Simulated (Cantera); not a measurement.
Feed: 1 mol Ca(OH)2, 3 mol CO2, 2.8 mol H2O, equilibrated at 1200 K and 9.90 bar.

Method: chemical equilibrium by Gibbs-energy minimisation in Cantera with the NASA 1993 tables (ideal gas, pure condensed phases). Candidate condensed phases: C, C6H6, C7H8, C8H18, Ca, CaCO3, CaO, Ca(OH)2, H2O; 115 gas species. The numbers say what is thermodynamically allowed, not how fast it happens.

Base state: H2O 0.655, CO2 0.345 (mole fractions); condensed: CaCO3(calcite).

Problem. What changes in the equilibrium state with this change: pressure from 9.90 bar to 19.0 Pa?

Solution. 
| species | before | after |
|---|---|---|
| H2O | 0.655 | 0.559 |
| CO2 | 0.345 | 0.441 |
| CO | 1.47e-6 | 6.94e-5 |
| O2 | 1.69e-6 | 6.47e-5 |
| H2 | 2.03e-6 | 6.40e-5 |
| CaCO3(calcite), mol | 1.00 | 0 |
| CaO(s), mol | 0 | 1.00 |
